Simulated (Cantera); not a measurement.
Gas mixture: N2 = 0.099 (molar parts), at 0.000810 bar, frozen composition.

Cantera's kinetic-theory transport with the Lennard-Jones parameters of GRI-Mech 3.0, ideal gas; thermal conductivity in the multicomponent form.

One state of this run: ρ (kg/m³) = 0.000321; cp (J/kg/K) = 1134; μ (µPa s) = 37.3; λ (mW/m/K) = 59.9; Pr = 0.706; D (cm²/s) NH3 = 1860; D (cm²/s) OH = 2340; D (cm²/s) H = 9230. D: mixture-averaged diffusion coefficient of that species in the mixture.

Task: Which value of T (K) does it belong to?
(A) 1000
(B) 850
(C) 550
(D) 400

Result: B, 850
